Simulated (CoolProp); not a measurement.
Vapour-liquid equilibrium of fluoroethane (R161) (1) + R1234yf (2) at 220 K; x and y are mole fractions of (1).

The numbers come from the multi-fluid Helmholtz-energy mixture model, Wu 2012 and Lemmon 2022; pair parameters Bell 2016 in CoolProp.

| x | bubble pressure (MPa) | y at the bubble point | dew pressure at overall composition x (MPa) | liquid density (mol/L) |
|---|---|---|---|---|
| 0.05 | 0.03245 | 0.082 | 0.03200 | 11.84 |
| 0.125 | 0.03409 | 0.194 | 0.03307 | 12.17 |
| 0.2 | 0.03565 | 0.292 | 0.03419 | 12.50 |
| 0.275 | 0.03712 | 0.380 | 0.03537 | 12.86 |
| 0.35 | 0.03849 | 0.460 | 0.03660 | 13.23 |
| 0.425 | 0.03977 | 0.533 | 0.03788 | 13.62 |
| 0.5 | 0.04096 | 0.600 | 0.03919 | 14.04 |
| 0.575 | 0.04206 | 0.664 | 0.04051 | 14.47 |
| 0.65 | 0.04307 | 0.724 | 0.04182 | 14.93 |
| 0.725 | 0.04399 | 0.783 | 0.04308 | 15.42 |
| 0.8 | 0.04484 | 0.841 | 0.04425 | 15.93 |
| 0.875 | 0.04560 | 0.899 | 0.04530 | 16.48 |
| 0.95 | 0.04628 | 0.959 | 0.04619 | 17.06 |

No azeotrope shows between x = 0.05 and 0.95.

The pair parameters rest on a limited set of measurements; away from them the model extrapolates.
